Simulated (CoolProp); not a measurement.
Properties of R245fa along the isobar 5.29 MPa.

Computed with CoolProp (reference Helmholtz-energy equation of state, Akasaka 2015).

```csv
T (K),phase,density (kg/m³),cv (kJ/(kg K)),isothermal compressibility (1/MPa),viscosity (µPa s),Prandtl number
336.8,liquid,1249,0.9862,0.003605,277,4.61
345.4,liquid,1224,0.9994,0.004154,253,4.40
354,liquid,1197,1.013,0.004838,231,4.20
362.6,liquid,1169,1.026,0.005705,210,4.02
371.2,liquid,1139,1.040,0.006832,191,3.85
379.8,liquid,1108,1.054,0.008339,174,3.70
388.4,liquid,1074,1.068,0.01042,158,3.56
397,liquid,1037,1.084,0.01344,143,3.44
405.6,liquid,995.8,1.100,0.01807,129,3.34
414.2,liquid,948.8,1.118,0.02575,115,3.27
422.8,liquid,893.2,1.138,0.03999,102,3.24
431.4,supercritical,823.1,1.162,0.07162,88.5,3.30
440,supercritical,724.8,1.195,0.1666,73.5,3.54
```

Viscosity comes from a separate model (Bell 2016), an estimate that may be off by 10 % or more. Thermal conductivity comes from a separate model (Huber 2003), an estimate that may be off by 10 % or more.
